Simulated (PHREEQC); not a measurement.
# Buffer

A solution holds 0.2 mol/kgw NaHSO4, 0.00056 mol/kgw Na2HPO4 and 0.025 mol/kgw NaCl, at 25 °C. Closed to the air; pH follows from the charge balance.

Model: ion-association model, phreeqc.dat, run in PHREEQC.

This is a speciation only: nothing precipitates in the calculation.

**Question.** What pH does the model give?

**Answer.** pH 1.22.

**Question.** In which forms is S present?

**Answer.** HSO4- 60 %, SO4-2 32 %, NaSO4- 8.0 % of the S.
